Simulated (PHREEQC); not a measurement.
Solution (25 °C): 0.0017 mol PbCl2, 0.053 mol HNO3 and 0.0045 mol Cu(NO3)2 per kg of water. Closed to the air; pH follows from the charge balance.

The numbers come from PHREEQC with the ion-association model, phreeqc.dat.

```tsv
quantity	before	after
pH	1.35	2.02
Pb+2 (mol/kgw)	0.00120	0.000301
PbNO3+ (mol/kgw)	0.000438	3.39e-5
PbCl+ (mol/kgw)	6.44e-5	4.99e-6
PbCl2 (mol/kgw)	2.11e-7	4.17e-9
PbOH+ (mol/kgw)	2.69e-10	4.28e-10
SI of Pb(OH)2 (Pb(OH)2)	-8.76	-7.84
```

Problem. Which change was made?
A) Cu(NO3)2 from 0.0045 to 0.00405 mol/kgw
B) diluted 10-fold with water
C) diluted 5-fold with water
D) Cu(NO3)2 left out
E) Cu(NO3)2 from 0.0045 to 0.00675 mol/kgw

Solution. C, diluted 5-fold with water

Precipitation was switched off in this run.
